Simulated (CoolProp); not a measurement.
Vapour-liquid equilibrium of carbon dioxide (1) + n-butane (2) at 224.1 K; x and y are mole fractions of (1).

Values from CoolProp's multi-fluid Helmholtz-energy mixture model, Span 1996 and Bücker 2006; pair parameters Kunz 2012.

Problem. Give the bubble pressure and the first vapour's composition at x = 0.35, 0.5, 0.575. Is there an azeotrope?

Solution. x = 0.35: 4.830 bar, y = 0.981; x = 0.5: 5.453 bar, y = 0.984; x = 0.575: 5.629 bar, y = 0.985. No azeotrope shows between x = 0.05 and 0.95.

The pair parameters rest on a limited set of measurements; away from them the model extrapolates. With so large a gap from Raoult's law the liquid may split in two, which this calculation doesn't test in full.
